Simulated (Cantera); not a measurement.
Cantera run:

```python
import numpy as np
import cantera as ct

gas_names = """
    C CH CH2 CH3 CH4 C2 C2H C2H2,acetylene C2H2,vinylidene C2H3,vinyl C2H4 C2H5 C2H6 C3 C3H3,propargyl
    C3H4,allene C3H4,propyne C3H4,cyclo- C3H5,allyl C3H6,propylene C3H6,cyclo- C3H7,n-propyl
    C3H7,i-propyl C3H8 C4 C4H2 C4H4,1,3-cyclo- C4H6,butadiene C4H6,2-butyne C4H6,cyclo- C4H8,1-butene
    C4H8,cis2-buten C4H8,tr2-butene C4H8,isobutene C4H8,cyclo- C4H9,n-butyl C4H9,i-butyl C4H9,s-butyl
    C4H9,t-butyl C4H10,isobutane C4H10,n-butane C5 C5H6,1,3cyclo- C5H8,cyclo- C5H10,1-pentene
    C5H10,cyclo- C5H11,pentyl C5H11,t-pentyl C5H12,n-pentane C5H12,i-pentane CH3C(CH3)2CH3 C6H2
    C6H5,phenyl C6H6 C6H10,cyclo- C6H12,1-hexene C6H12,cyclo- C6H13,n-hexyl C7H7,benzyl C7H8
    C7H14,1-heptene C7H15,n-heptyl C7H16,n-heptane C8H8,styrene C8H10,ethylbenz C8H16,1-octene
    C8H17,n-octyl C8H18,isooctane C8H18,n-octane C9H19,n-nonyl C10H8,naphthale C10H21,n-decyl
    C12H9,o-bipheny C12H10,bipheny H H2
""".split()
cond_names = """
    C(gr) C6H6(L) C7H8(L) C8H18(L),n-octa
""".split()


def load(file, names, dense=False):
    # The tables refer to 1 bar. Condensed volumes are neglected.
    table = {s.name: s for s in ct.Species.list_from_file(file)}
    out = []
    for n in names:
        d = dict(table[n].input_data)
        d["thermo"] = dict(d["thermo"], **{"reference-pressure": 1e5})
        if dense:
            d["equation-of-state"] = {"model": "constant-volume", "density": "1e6 g/cm^3"}
        out.append(ct.Species.from_dict(d))
    return out


gas = ct.Solution(thermo="ideal-gas", species=load("nasa_gas.yaml", gas_names))
cond = {s.name: ct.Solution(thermo="fixed-stoichiometry", species=[s], name=s.name)
        for s in load("nasa_condensed.yaml", cond_names, dense=True)}
atoms = {
    'C3H8': {'C': 3, 'H': 8},
    'H2': {'H': 2},
}
top_T = {'C(gr)': 4500}  # K; cautious upper limits of use, not melting points


def equilibrate(T, P, feed):
    n = {}
    for name, mol in feed.items():
        for a, k in atoms[name].items():
            n[a] = n.get(a, 0.0) + k * mol
    gas.TPX = T, P, n
    mass = sum(n.values()) * gas.mean_molecular_weight
    gas.equilibrate("TP")
    valid = [c for c in cond.values() if c.min_temp <= T <= top_T.get(c.name, c.max_temp)]
    mix = ct.Mixture([(gas, mass / gas.mean_molecular_weight)] + [(c, 0.0) for c in valid])
    mix.T, mix.P = T, P
    mix.equilibrate("TP", solver="vcs", rtol=1e-11, max_steps=5000)
    return mix


results = []
feed = {'C3H8': 1, 'H2': 10}  # mol
T = 2675  # K
P = 390  # Pa
mix = equilibrate(T, P, feed)
results.append((T, P, feed, dict(zip(mix.species_names, mix.species_moles))))
print(gas.report(threshold=0.001))
for i in range(1, mix.n_phases):
    print(f"{mix.phase(i).name:16s} {mix.phase_moles(i):12.5e} mol")
```

Output:

```
       temperature   2675 K
          pressure   390 Pa
           density   3.1315e-05 kg/m^3
  mean mol. weight   1.7859 kg/kmol
   phase of matter   gas

                          1 kg             1 kmol
                     ---------------   ---------------
          enthalpy         1.047e+08        1.8698e+08  J
   internal energy        9.2247e+07        1.6474e+08  J
           entropy        1.2986e+05        2.3192e+05  J/K
    Gibbs function       -2.4269e+08       -4.3341e+08  J
 heat capacity c_p             15843             28294  J/K
 heat capacity c_v             11187             19979  J/K

                      mass frac. Y      mole frac. X     chem. pot. / RT
                     ---------------   ---------------   ---------------
               C2H          0.016775         0.0011969           -20.252
    C2H2,acetylene           0.13782         0.0094526            -33.66
                C3          0.032571         0.0016143           -10.266
                 H           0.30932           0.54803           -13.408
                H2            0.4956           0.43902           -26.816
     [  +71 minor]         0.0079135        0.00068822

C(gr)             2.47153e+00 mol
```

Equilibrium computed with Cantera from the NASA thermochemical tables; the gas is ideal and each condensed phase is pure.
